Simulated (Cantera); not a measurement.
Charge: 1 mol Ti(OiPr)₄, 0.19 mol O₂, 110 mol H₂, 0.055 mol C₃H₈, held at 1000 Pa.

Cantera equilibrium calculation (NASA polynomials, part measured and part estimated; ideal gas, pure solids and liquids). Candidate condensed phases: C, C₆H₆, C₇H₈, C₈H₁₈, H₂O, Ti, TiC, TiO, TiO₂, Ti₂O₃, Ti₃O₅, Ti₄O₇; 113 gas species. The feed counts by its element totals alone. TiC: taken at fixed stoichiometry. The numbers say what is thermodynamically allowed, not how fast it happens.

Task: At 1998 K, list the 4 most abundant gas species with their mole fractions, and the condensed phases.

Result: H₂ 0.950, CO 0.0338, H 0.0156, C₂H₂ (acetylene) 0.000720. Condensed: C(graphite) + TiC(s).
